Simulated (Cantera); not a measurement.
An adiabatic, constant-pressure homogeneous reactor starts with CH4 : O2 : N2 = 1 : 3.08 : 11.6 (molar parts), at 1650 K and 1.00 bar. Integrator tolerance rtol = 1e-08.

Model: GRI-Mech 3.0 (53 species, 325 reactions), integrated in Cantera.

```
quantity                                                            before                                    after
---------------------------------  ---------------------------------------  ---------------------------------------
time of steepest temperature rise                                 0.291 ms                                  2.16 ms
temperature at 0.200 s                                              2633 K                                   2521 K
equilibrium temperature                                             2633 K                                   2521 K
x(CH4) at 0.200 s                    <1e-12 (gas-phase equilibrium <1e-12)    <1e-12 (gas-phase equilibrium <1e-12)
x(O2) at 0.200 s                     0.0627 (gas-phase equilibrium 0.0627)    0.0630 (gas-phase equilibrium 0.0630)
x(H2) at 0.200 s                   0.00487 (gas-phase equilibrium 0.00487)  0.00306 (gas-phase equilibrium 0.00306)
x(CH2CO) at 0.200 s                  <1e-12 (gas-phase equilibrium <1e-12)    <1e-12 (gas-phase equilibrium <1e-12)
x(OH) at 0.200 s                     0.0167 (gas-phase equilibrium 0.0167)    0.0123 (gas-phase equilibrium 0.0123)
```

Question: Name the change that produced these shifts.
(A) pressure from 1.00 bar to 15.0 bar
(B) constant volume in place of constant pressure
(C) CH4 1 to 2.9 parts
(D) initial temperature 1650 to 1425 K

Answer: D, initial temperature 1650 to 1425 K
